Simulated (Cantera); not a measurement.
Charge: 1 mol AlN, 0.031 mol HCl, 2.2 mol O2, at 950 °C and 0.133 bar.

Cantera equilibrium calculation (NASA polynomials, part measured and part estimated; ideal gas, pure solids and liquids). Candidate condensed phases: Al, AlCl3, AlN, Al2O3, H2O, NH4Cl; 45 gas species. The numbers say what is thermodynamically allowed, not how fast it happens.

Base state: O2 0.731, N2 0.252, HCl 0.0114, H2O 0.00212, Cl2 0.00177, Cl 0.000690, NO 0.000246 (mole fractions); condensed: Al2O3(s).

Question: What changes in the equilibrium state with this change: HCl from 0.031 to 0.022 mol?

Answer: 
| species | before | after |
|---|---|---|
| O2 | 0.731 | 0.735 |
| N2 | 0.252 | 0.254 |
| HCl | 0.0114 | 0.00810 |
| Cl2 | 0.00177 | 0.00124 |
| H2O | 0.00212 | 0.00153 |
| Cl | 0.000690 | 0.000577 |
| NO | 0.000246 | 0.000247 |
| Al2O3(s), mol | 0.500 | 0.500 |
